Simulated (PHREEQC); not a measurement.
Dissolve 11 mmol/kgw PbCl2, 4 mmol/kgw NaCl and 6.7 mmol/kgw Zn(NO3)2 at 25 °C. Closed to the air; pH follows from the charge balance.

Equilibrium calculation in PHREEQC: ion-association model, phreeqc.dat.

This is a speciation only: nothing precipitates in the calculation.

### Question
What pH does the model give?

### Answer
pH 5.01.

### Question
In which forms is Pb present?

### Answer
Pb+2 66 %, PbCl+ 27 %, PbNO3+ 5.6 %, PbCl2 0.6 % of the Pb.

Species that the database lacks are ignored.
